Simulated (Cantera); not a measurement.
A closed system holds: 1 mol AlCl3, 0.23 mol H2O, 21 mol H2, held at 1.33 mbar.

Method: chemical equilibrium by Gibbs-energy minimisation in Cantera with the NASA 1993 tables (ideal gas, pure condensed phases). Candidate condensed phases: Al, AlCl3, Al2O3, H2O; 29 gas species. The tables' values for AlCl2, AlOH are old estimates; treat these amounts as uncertain. Condensed phases not in the tables: AlOCl. The numbers say what is thermodynamically allowed, not how fast it happens.

x: gas mole fraction; n: condensed amount in mol.

| T (K) | x H2 | x HCl | x AlCl3 | x AlCl | x H | x AlCl2 | n Al2O3(s) |
|---|---|---|---|---|---|---|---|
| 750 | 0.941 | 0.0206 | 0.0379 | 3.34e-12 | 8.41e-12 | 7.01e-9 | 0.0767 |
| 900 | 0.941 | 0.0206 | 0.0380 | 3.14e-8 | 3.11e-9 | 1.81e-6 | 0.0767 |
| 1050 | 0.941 | 0.0208 | 0.0378 | (withheld) | (withheld) | 9.26e-5 | 0.0767 |
| 1200 | 0.937 | (withheld) | (withheld) | (withheld) | (withheld) | 0.00133 | 0.0767 |
| 1350 | 0.915 | 0.0479 | 0.0216 | 0.0117 | 6.24e-5 | 0.00416 | 0.0767 |
| 1500 | 0.886 | 0.0765 | 0.00633 | 0.0260 | 0.000454 | 0.00460 | 0.0766 |
| 1650 | 0.872 | 0.0884 | 0.000954 | 0.0331 | 0.00232 | 0.00260 | 0.0764 |
| 1800 | 0.863 | 0.0902 | 0.000141 | 0.0351 | 0.00911 | 0.00127 | 0.0748 |
| 1950 | 0.843 | 0.0881 | 2.54e-5 | 0.0358 | 0.0288 | 0.000649 | 0.0673 |

What belongs in the gaps?


- 1050, x AlCl: 2.05e-5
- 1050, x H: 2.16e-7
- 1200, x HCl: 0.0252
- 1200, x AlCl3: 0.0349
- 1200, x AlCl: 0.00164
- 1200, x H: 5.23e-6
